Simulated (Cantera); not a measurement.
Standard-state values (1 bar) from the NASA 1993 polynomials, evaluated with Cantera. Values are per mole of reaction as written; species without (g) are pure solids or liquids, kept so even where they would boil at 1 bar.

SF4(g) + Ca(g) ⇌ CaS + 4 F(g), with ΔH° = 429.8 kJ and ΔS° = 237.3 J/K at 300 K.

Task: How far is the shortcut ΔG° ≈ ΔH°(300 K) − T·ΔS°(300 K) from the full temperature-dependent value at 2098, 2148, 2198, 2248, 2298, 2348, 2398, 2448, 2498, 2548, 2598 K?

Result: 
```
T (K)  shortcut (kJ)  full (kJ)  difference (kJ)  difference in log10 K
-----  -------------  ---------  ---------------  ---------------------
2098           -68.1     -120.3             52.2                  -1.30
2148           -80.0     -134.1             54.2                  -1.32
2198           -91.8     -148.0             56.2                  -1.33
2248          -103.7     -161.9             58.2                  -1.35
2298          -115.6     -175.7             60.2                  -1.37
2348          -127.4     -189.6             62.2                  -1.38
2398          -139.3     -203.6             64.3                  -1.40
2448          -151.2     -217.5             66.3                  -1.42
2498          -163.0     -231.4             68.4                  -1.43
2548          -174.9     -245.4             70.5                  -1.45
2598          -186.7     -259.4             72.6                  -1.46
```
The shortcut ignores the heat-capacity change of the reaction.
